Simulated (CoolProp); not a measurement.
Saturation properties of R1234ze(Z) (Tc = 150.1 °C, pc = 3531 kPa, ω = 0.327).

Computed with CoolProp (reference Helmholtz-energy equation of state, Akasaka 2019).

```
T (°C)  p (kPa)  liquid density (kg/m³)  vapour Z
------  -------  ----------------------  --------
54.05     438.7                    1142    0.8669
58.95     502.4                    1127    0.8543
63.85     572.9                    1112    0.8410
68.85     652.3                    1096    0.8266
73.75     737.9                    1079    0.8117
78.65     831.8                    1062    0.7960
83.65     936.5                    1044    0.7790
88.55      1049                    1026    0.7613
93.45      1171                    1007    0.7426
98.45      1306                   987.0    0.7224
103.35     1449                   966.0    0.7014
108.25     1604                   943.9    0.6790
113.25     1775                   919.9    0.6546
118.15     1956                   894.5    0.6289
123.05     2151                   867.0    0.6011
```

It boils at 9.7 °C under 1 atm.
